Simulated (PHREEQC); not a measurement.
Copper plating or etch bath

Solution (81 °C): 0.0145 mol CuSO4 per kg of water. Closed to the air; pH follows from the charge balance.

The numbers come from PHREEQC with the ion-association model, phreeqc.dat.

```json
{
 "pH": "4.30",
 "ionic_strength": "0.0367 mol/kgw",
 "specific_conductance": "4840 µS/cm"
}
```

| species | molality | activity | log γ |
|---|---|---|---|
| SO4-2 | 0.00915 | 0.00425 | -0.333 |
| Cu+2 | 0.00910 | 0.00439 | -0.316 |
| CuSO4 | 0.00524 | 0.00528 | 0.004 |
| HSO4- | 0.000106 | 8.66e-5 | -0.086 |
| Cu2(OH)2+2 | 8.13e-5 | 3.69e-5 | -0.343 |
| H+ | 5.83e-5 | 4.97e-5 | -0.069 |
| CuOH+ | 1.08e-6 | 8.84e-7 | -0.087 |
| Cu(OH)2 | 3.69e-8 | 3.72e-8 | 0.004 |
| OH- | 6.66e-9 | 5.42e-9 | -0.089 |

This is a speciation only: nothing precipitates in the calculation. Away from 25 °C the constants follow the database's enthalpies or fits; those with neither stay at their 25 °C values.
